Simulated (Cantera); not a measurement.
Cantera run:

```python
import numpy as np
import cantera as ct

gas_names = [...]  # 113 gases of nasa_gas.yaml made of C, H, O, Ti
cond_names = """
    C(gr) C6H6(L) C7H8(L) C8H18(L),n-octa H2O(s) H2O(L) Ti(a) Ti(b) Ti(L) TiC(s) TiC(L) TiO(a) TiO(b)
    TiO(L) TiO2(ru) TiO2(L) Ti2O3(a) Ti2O3(b) Ti2O3(L) Ti3O5(a) Ti3O5(b) Ti3O5(L) Ti4O7(s) Ti4O7(L)
""".split()


# ... load() reads the species with a 1 bar reference pressure and builds the phases ...
atoms = {
    'Ti(OiPr)4': {'Ti': 1, 'C': 12, 'H': 28, 'O': 4},
    'C3H8': {'C': 3, 'H': 8},
}
top_T = {'C(gr)': 4500}  # K; cautious upper limits of use, not melting points


# ... equilibrate(T, P, feed) seeds the gas with the atoms and calls Mixture.equilibrate('TP', solver="vcs", rtol=1e-11, max_steps=5000) ...
results = []
feed = {'Ti(OiPr)4': 1, 'C3H8': 1.1}  # mol
P = 930  # Pa
for T in [1198, 1298, 1398, 1498, 1598, 1698, 1798]:
    mix = equilibrate(T, P, feed)
    results.append((T, P, feed, dict(zip(mix.species_names, mix.species_moles))))

top = {s: max(r[3][s] / sum(r[3][g] for g in gas_names) for r in results) for s in gas_names}
cols = sorted((s for s in top if top[s] > 0.001), key=lambda s: -top[s])[:5]
seen = [c for c in cond_names if any(r[3].get(c, 0) > 1e-12 for r in results)]
print("log10 of partial pressures in bar; condensed amounts in mol")
print(f"{'T/K':>10s}" + "".join(f"{s[:9]:>10s}" for s in cols + seen))
for T, P, feed, n in results:
    ng = sum(n[g] for g in gas_names)
    print(f"{T:10.4g}" + "".join(f"{np.log10(max(n[s] / ng * P / 1e5, 1e-99)):10.3f}" for s in cols)
          + "".join(f"{n.get(c, 0):10.4g}" for c in seen))
```

Result:

```
log10 of partial pressures in bar; condensed amounts in mol
       T/K        H2        CO         H     C(gr)    TiC(s)  Ti3O5(b)
      1198    -2.100    -2.866    -7.771     11.65    0.4936    0.1688
      1298    -2.117    -2.780    -7.028      10.3         1         0
      1398    -2.117    -2.780    -6.383      10.3         1         0
      1498    -2.117    -2.780    -5.823      10.3         1         0
      1598    -2.117    -2.780    -5.332      10.3         1         0
      1698    -2.118    -2.780    -4.899      10.3         1         0
      1798    -2.119    -2.780    -4.513     10.29         1         0
```

Method: chemical equilibrium by Gibbs-energy minimisation in Cantera with the NASA 1993 tables (ideal gas, pure condensed phases). The feed counts by its element totals alone. Mutual solubility and eutectic melting of coexisting phases are not modelled. TiC: taken at fixed stoichiometry.
